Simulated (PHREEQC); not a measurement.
## Ultrapure water in contact with air or piping: an equilibrium model

A made-up water analysis in mmol/kgw, 6 °C, pH 5.6, pe 2.7: Na 0.000731; K 9.35e-08; Ca 0.000427; Mg 0.000177; Cl 8.39e-05; S(6) 0.000255; Alkalinity (meq/kgw) 0.00143; Sr 4.45e-06; Si 2.9e-05; N(-3) 6.12e-06; Li 3.03e-07; Fe(2) 2.73e-05.

Valence states are taken as typed.

All values are PHREEQC results (ion-association model, phreeqc.dat), not measurements.

Precipitation was switched off in this run.

Predict the ionic strength, charge-balance error.

ionic strength 5.43e-6 mol/kgw; charge-balance error -0.2 %.

In which forms is C present?

CO2 89 %, HCO3- 11 % of the C.

Away from 25 °C the constants follow the database's enthalpies or fits; those with neither stay at their 25 °C values.
